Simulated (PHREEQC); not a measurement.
Model water analysis in mmol/kgw, 25 °C, pH 6.3, pe 11.1:

```tsv
constituent	mmol/kgw
Na	10.3
K	6.94
Ca	3.2
Mg	0.0493
Cl	4.85
S(6)	4.21
Alkalinity (meq/kgw)	10.1
Zn	0.102
F	0.3
Cu(2)	0.161
```

Na is adjusted to close the charge balance.
Valence states are taken as typed.

The numbers come from PHREEQC with the ion-association model, wateq4f.dat.

```
Item                    Result
--------------  --------------
ionic strength  0.0281 mol/kgw
```

| species | molality | activity | log γ |
|---|---|---|---|
| HCO3- | 0.00965 | 0.00829 | -0.066 |
| Na+ | 0.00958 | 0.00819 | -0.068 |
| CO2 | 0.00929 | 0.00935 | 0.003 |
| K+ | 0.00685 | 0.00581 | -0.071 |
| Cl- | 0.00485 | 0.00412 | -0.071 |
| SO4-2 | 0.00349 | 0.00188 | -0.269 |
| Ca+2 | 0.00252 | 0.00137 | -0.263 |
| CaSO4 | 0.000511 | 0.000514 | 0.003 |

This is a speciation only: nothing precipitates in the calculation. Saturation is exceeded, for instance for Malachite, Fluorite; the values hold only as long as no solid forms. The database's zinc carbonate complexes are estimates, stronger than later reviews accept.
